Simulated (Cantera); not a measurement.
## SiH₂Cl₂ + NH₃ (silicon nitride deposition)

Charge: 1 mol SiH₂Cl₂, 14 mol NH₃, held at 13300 Pa.

These are equilibrium values from Cantera (NASA tables, ideal gas, pure condensed phases), not measurements of a reactor. Candidate condensed phases: NH₄Cl, Si, Si₃N₄; 28 gas species. The tables' values for SiCl, SiCl₃, SiN are old estimates; treat these amounts as uncertain. Gases not in the tables: Si₂H₆ and higher silanes. The numbers say what is thermodynamically allowed, not how fast it happens.

```csv
T (K),x H₂,x N₂,x HCl,x SiCl₂,n Si₃N₄(s),n Si(l)
798,0.716,0.216,0.0680,2.29e-12,0.333,0
948,0.716,0.216,0.0681,1.31e-9,0.333,0
1098,0.716,0.216,0.0681,1.30e-7,0.333,0
1248,0.716,0.216,0.0681,4.20e-6,0.333,0
1398,0.716,0.216,0.0680,6.29e-5,0.333,0
1548,0.716,0.216,0.0670,0.000534,0.328,0
1698,0.717,0.217,0.0624,0.00271,0.306,0
1848,0.719,0.220,0.0515,0.00796,0.253,0
1998,0.705,0.233,0.0494,0.00830,0,0.727
```
x: gas mole fraction; n: condensed amount in mol.

From 798 K to 1848 K the condensed part is Si₃N₄(s). At 1998 K the condensed part is Si(l). The main Si-bearing gas is SiCl₄ at 798 K and SiCl₂ at 1998 K. The share of Si in condensed phases is highest at 1098 K (100.0 %) and lowest at 1998 K (72.7 %).
